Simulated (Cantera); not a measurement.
## Transport properties of process gases

Gas mixture: 3.85 % C₂H₄, 33.9 % CO₂, 24.3 % N₂, 38.0 % CO, at 0.000306 atm, frozen composition.

Cantera's kinetic-theory transport with the Lennard-Jones parameters of GRI-Mech 3.0, ideal gas; thermal conductivity in the multicomponent form. The composition is frozen, though it would react at the higher temperatures.

```csv
T (K),ρ (kg/m³),cp (J/kg/K),μ (µPa s),λ (mW/m/K),Pr,D (cm²/s) H₂,D (cm²/s) O,D (cm²/s) OH
400,0.000312,1026,20.8,29.8,0.717,3890,1590,1550
600,0.000208,1126,28.4,44.1,0.724,7710,3180,3120
800,0.000156,1208,34.9,58.0,0.727,12500,5180,5070
1000,0.000125,1274,40.7,71.2,0.728,18100,7520,7370
1200,0.000104,1320,46.0,83.5,0.728,24500,10200,9990
1400,8.90e-5,1357,51.0,95.0,0.728,31600,13200,12900
```
D: mixture-averaged diffusion coefficient of that species in the mixture.
